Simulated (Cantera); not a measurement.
Input (Python, Cantera):

```python
import numpy as np
import cantera as ct

gas = ct.Solution("gri30.yaml")
gas.TPX = 1698, 560000, {'H2': 1, 'O2': 1.52, 'N2': 5.7}
reactor = ct.IdealGasConstPressureReactor(gas, energy="on", clone=False)
net = ct.ReactorNet([reactor])
net.rtol, net.atol = 1e-08, 1e-16
show = ['H2', 'O2', 'H2O', 'NO', 'O', 'H']
times = np.geomspace(1e-06, 0.7, 16)

steps = ct.SolutionArray(gas, extra=["t"])
rows = []
print(f"{'t/s':>10s}{'T/K':>9s}{'P/Pa':>11s}" + "".join(f"{s:>11s}" for s in show))
for t in times:
    while net.time < t:
        t_next = net.step()
        steps.append(gas.state, t=t_next)
    rows.append([np.interp(t, steps.t, y) for y in (steps.T, steps.P, *steps(*show).X.T)])
    print(f"{t:10.3e}{rows[-1][0]:9.1f}{rows[-1][1]:11.4g}" + "".join(f"{x:11.3e}" for x in rows[-1][2:]))
rate = np.gradient(steps.T, steps.t)
print("integrator steps:", len(steps.t))
if steps.T.max() > steps.T[0] + 200:
    print(f"time of steepest temperature rise: {steps.t[rate.argmax()]:.4e} s")
gas.TPX = 1698, 560000, {'H2': 1, 'O2': 1.52, 'N2': 5.7}
gas.equilibrate("HP")
print(f"equilibrium (HP): T = {gas.T:.1f} K  " + "  ".join(f"{s} {gas[s].X[0]:.3e}" for s in show))
```

It prints:

```
       t/s      T/K       P/Pa         H2         O2        H2O         NO          O          H
 1.000e-06   1699.1    5.6e+05  1.195e-01  1.837e-01  1.476e-03  5.563e-10  3.669e-04  9.818e-04
 2.453e-06   2057.5    5.6e+05  9.457e-03  1.182e-01  9.734e-02  2.334e-05  2.634e-02  1.665e-02
 6.017e-06   2340.6    5.6e+05  4.053e-03  1.236e-01  1.133e-01  6.166e-05  1.053e-02  3.559e-03
 1.476e-05   2456.7    5.6e+05  1.397e-03  1.276e-01  1.214e-01  1.055e-04  3.533e-03  6.503e-04
 3.620e-05   2483.0    5.6e+05  8.212e-04  1.287e-01  1.236e-01  1.628e-04  2.079e-03  2.910e-04
 8.879e-05   2483.5    5.6e+05  8.047e-04  1.287e-01  1.237e-01  2.837e-04  2.036e-03  2.823e-04
 2.178e-04   2483.0    5.6e+05  8.031e-04  1.286e-01  1.237e-01  5.769e-04  2.030e-03  2.813e-04
 5.342e-04   2481.6    5.6e+05  7.991e-04  1.282e-01  1.237e-01  1.278e-03  2.014e-03  2.790e-04
 1.310e-03   2478.6    5.6e+05  7.901e-04  1.275e-01  1.238e-01  2.885e-03  1.978e-03  2.737e-04
 3.214e-03   2472.4    5.6e+05  7.718e-04  1.259e-01  1.239e-01  6.180e-03  1.905e-03  2.631e-04
 7.884e-03   2463.0    5.6e+05  7.446e-04  1.235e-01  1.241e-01  1.116e-02  1.799e-03  2.476e-04
 1.934e-02   2455.9    5.6e+05  7.247e-04  1.218e-01  1.243e-01  1.487e-02  1.723e-03  2.366e-04
 4.743e-02   2454.6    5.6e+05  7.211e-04  1.215e-01  1.243e-01  1.554e-02  1.709e-03  2.346e-04
 1.163e-01   2454.6    5.6e+05  7.211e-04  1.214e-01  1.243e-01  1.555e-02  1.709e-03  2.346e-04
 2.854e-01   2454.6    5.6e+05  7.211e-04  1.214e-01  1.243e-01  1.555e-02  1.709e-03  2.346e-04
 7.000e-01   2454.6    5.6e+05  7.211e-04  1.214e-01  1.243e-01  1.555e-02  1.709e-03  2.346e-04
integrator steps: 1199
time of steepest temperature rise: 1.6724e-06 s
equilibrium (HP): T = 2454.6 K  H2 7.211e-04  O2 1.214e-01  H2O 1.243e-01  NO 1.555e-02  O 1.709e-03  H 2.346e-04
```

Cantera simulation using GRI-Mech 3.0 (53 species, 325 reactions); the numbers are that mechanism's predictions, not measurements. The hydrogen kinetics of GRI-Mech 3.0 are dated; newer H2 mechanisms differ, most at raised pressure.
